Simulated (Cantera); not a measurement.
Feed: 1 mol toluene, 0.063 mol H₂O, 0.72 mol H₂, equilibrated at 1580 Torr.

Cantera equilibrium calculation (NASA polynomials, part measured and part estimated; ideal gas, pure solids and liquids). Candidate condensed phases: C, C₆H₆, C₇H₈, C₈H₁₈, H₂O; 110 gas species. Equilibrium is a limit: real reactors are often held back by kinetics, nucleation or transport. All values below are at 427 °C.

Base state: CH₄ 0.769, H₂ 0.208, H₂O 0.0229, CO₂ 0.000128, CO 0.000123, C₂H₆ 1.24e-5 (mole fractions); condensed: C(graphite).

Problem. What changes in the equilibrium state with this change: pressure from 1580 Torr to 28.5 Torr?

Solution. 
```json
[
 {"species": "H₂", "before": "0.208", "after": "0.785"},
 {"species": "CH₄", "before": "0.769", "after": "0.199"},
 {"species": "H₂O", "before": "0.0229", "after": "0.0143"},
 {"species": "C₂H₆", "before": "1.24e-5", "after": "2.20e-7"},
 {"species": "CO", "before": "0.000123", "after": "0.00112"},
 {"species": "CO₂", "before": "0.000128", "after": "0.000191"},
 {"species": "C(graphite), mol", "before": "4.92", "after": "6.20"}
]
```

Problem. What changes in the equilibrium state with this change: pressure from 1580 Torr to 1.00 Torr?

Solution. 
| species | before | after |
|---|---|---|
| H₂ | 0.208 | 0.976 |
| CH₄ | 0.769 | 0.0108 |
| CO | 0.000123 | 0.00803 |
| H₂O | 0.0229 | 0.00448 |
| C₂H₆ | 1.24e-5 | <1e-9 |
| CO₂ | 0.000128 | 0.000347 |
| C(graphite), mol | 4.92 | 6.91 |
